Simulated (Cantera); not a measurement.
TiO2 + H2 (hydrogen reduction and annealing atmospheres)

Charge: 1 mol TiO2, 300 mol H2, held at 25.0 Pa.

Method: chemical equilibrium by Gibbs-energy minimisation in Cantera with the NASA 1993 tables (ideal gas, pure condensed phases). Candidate condensed phases: H2O, Ti, TiO, TiO2, Ti2O3, Ti3O5, Ti4O7; 12 gas species. Mutual solubility and eutectic melting of coexisting phases are not modelled. Condensed phases not in the tables: Magnéli phases beyond Ti4O7. Equilibrium is a limit: real reactors are often held back by kinetics, nucleation or transport.

```csv
T (K),x H2,x H,x H2O,x TiO,x TiO2,x OH,x Ti,x O,n TiO2(rutile),n Ti4O7(s),n Ti3O5(s),n Ti2O3(s)
1050,1.000,5.13e-7,0.000158,<1e-12,<1e-12,<1e-12,<1e-12,<1e-12,0.810,0.0474,0,0
1150,0.999,4.72e-6,0.000593,<1e-12,<1e-12,1.69e-11,<1e-12,<1e-12,0.288,0.178,0,0
1250,0.999,3.06e-5,0.000833,<1e-12,<1e-12,2.63e-10,<1e-12,<1e-12,0,0.250,0,0
1350,0.999,0.000151,0.00103,6.14e-12,1.10e-11,2.52e-9,<1e-12,<1e-12,0,0.0755,0.233,0
1450,0.998,0.000598,0.00111,3.85e-10,3.80e-10,1.59e-8,<1e-12,8.47e-12,0,0,0.333,0
1550,0.997,0.00199,0.00111,1.46e-8,8.00e-9,7.44e-8,1.38e-11,1.26e-10,0,0,0.333,0
1650,0.993,0.00573,0.00111,3.49e-7,1.15e-7,2.89e-7,7.38e-10,1.36e-9,0,0,0.333,0
1750,0.984,0.0146,0.00128,5.20e-6,1.27e-6,1.11e-6,1.93e-8,1.30e-8,0,0,0.228,0.157
1850,0.965,0.0335,0.00165,5.08e-5,1.09e-5,4.24e-6,2.69e-7,1.12e-7,0,0,0,0.491
1950,0.928,0.0698,0.00177,0.000417,6.96e-5,1.21e-5,3.51e-6,6.76e-7,0,0,0,0.424
```
x: gas mole fraction; n: condensed amount in mol.

From 1050 K to 1150 K the condensed part is TiO2(rutile) + Ti4O7(s). At 1250 K the condensed part is Ti4O7(s). At 1350 K the condensed part is Ti3O5(s) + Ti4O7(s). From 1450 K to 1650 K the condensed part is Ti3O5(s). At 1750 K the condensed part is Ti2O3(s) + Ti3O5(s). From 1850 K to 1950 K the condensed part is Ti2O3(s).
